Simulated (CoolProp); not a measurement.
Values from CoolProp's reference Helmholtz-energy equation of state, Bücker 2006.

Problem. Give the vapour pressure (kPa), surface tension (mN/m), liquid viscosity (µPa s) of saturated isobutane at 83.95, 91.95, 116.15 °C.

Solution. 
```tsv
T (°C)	p (kPa)	surface tension (mN/m)	liquid viscosity (µPa s)
83.95	1460	3.83	82.0
91.95	1710	3.09	74.8
116.15	2650	1.06	53.4
```

Viscosity comes from a separate model (Vogel 2000). Surface tension comes from a separate correlation (Mulero 2012).
